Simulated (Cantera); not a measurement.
What does this Cantera script print?

```python
import numpy as np
import cantera as ct

gas = ct.Solution("gri30.yaml")
gas.TPX = 1475, 750000, {'CH4': 1, 'H2O': 2.5, 'H2': 0.1}
reactor = ct.IdealGasConstPressureReactor(gas, energy="off", clone=False)
net = ct.ReactorNet([reactor])
net.rtol, net.atol = 1e-08, 1e-18
show = ['CH4', 'H2O', 'H2', 'CH2CO', 'CO2', 'HCO', 'OH']
times = np.geomspace(4e-06, 40, 13)

steps = ct.SolutionArray(gas, extra=["t"])
rows = []
print(f"{'t/s':>10s}{'T/K':>9s}{'P/Pa':>11s}" + "".join(f"{s:>11s}" for s in show))
for t in times:
    while net.time < t:
        t_next = net.step()
        steps.append(gas.state, t=t_next)
    rows.append([np.interp(t, steps.t, y) for y in (steps.T, steps.P, *steps(*show).X.T)])
    print(f"{t:10.3e}{rows[-1][0]:9.1f}{rows[-1][1]:11.4g}" + "".join(f"{x:11.3e}" for x in rows[-1][2:]))
rate = np.gradient(steps.T, steps.t)
print("integrator steps:", len(steps.t))
if steps.T.max() > steps.T[0] + 200:
    print(f"time of steepest temperature rise: {steps.t[rate.argmax()]:.4e} s")
gas.TPX = 1475, 750000, {'CH4': 1, 'H2O': 2.5, 'H2': 0.1}
gas.equilibrate("TP")
print(f"equilibrium (TP): T = {gas.T:.1f} K  " + "  ".join(f"{s} {gas[s].X[0]:.3e}" for s in show))
```

It prints:

```
       t/s      T/K       P/Pa        CH4        H2O         H2      CH2CO        CO2        HCO         OH
 4.000e-06   1475.0    7.5e+05  2.778e-01  6.944e-01  2.778e-02  7.347e-22  2.699e-22  1.017e-17  1.323e-08
 1.532e-05   1475.0    7.5e+05  2.778e-01  6.944e-01  2.779e-02  2.651e-18  1.908e-18  1.615e-15  4.628e-08
 5.871e-05   1475.0    7.5e+05  2.777e-01  6.944e-01  2.781e-02  4.401e-15  6.661e-15  1.058e-13  1.051e-07
 2.249e-04   1475.0    7.5e+05  2.775e-01  6.944e-01  2.790e-02  1.149e-12  2.230e-12  1.112e-12  1.216e-07
 8.618e-04   1475.0    7.5e+05  2.769e-01  6.944e-01  2.829e-02  1.958e-10  3.510e-10  9.947e-12  1.483e-07
 3.302e-03   1475.0    7.5e+05  2.742e-01  6.937e-01  3.042e-02  3.519e-08  5.232e-08  5.860e-11  1.837e-07
 1.265e-02   1475.0    7.5e+05  2.637e-01  6.891e-01  4.115e-02  1.627e-06  2.487e-06  7.555e-11  1.848e-07
 4.846e-02   1475.0    7.5e+05  2.303e-01  6.709e-01  7.924e-02  1.066e-05  5.220e-05  7.464e-11  1.694e-07
 1.857e-01   1475.0    7.5e+05  1.650e-01  6.327e-01  1.549e-01  2.081e-05  9.495e-04  1.360e-10  1.631e-07
 7.113e-01   1475.0    7.5e+05  1.371e-01  5.839e-01  2.136e-01  1.707e-05  9.184e-03  4.321e-10  1.584e-07
 2.725e+00   1475.0    7.5e+05  1.358e-01  5.111e-01  2.742e-01  6.111e-06  2.377e-02  1.134e-09  1.213e-07
 1.044e+01   1475.0    7.5e+05  1.093e-01  4.236e-01  3.627e-01  1.466e-06  3.106e-02  2.550e-09  8.741e-08
 4.000e+01   1475.0    7.5e+05  6.518e-02  3.408e-01  4.581e-01  3.651e-07  3.100e-02  4.459e-09  6.268e-08
integrator steps: 1551
equilibrium (TP): T = 1475.0 K  CH4 4.041e-05  H2O 2.422e-01  H2 5.792e-01  CH2CO 1.634e-10  CO2 2.574e-02  HCO 7.419e-09  OH 3.974e-08
```

Detailed kinetics in Cantera: GRI-Mech 3.0 (53 species, 325 reactions).
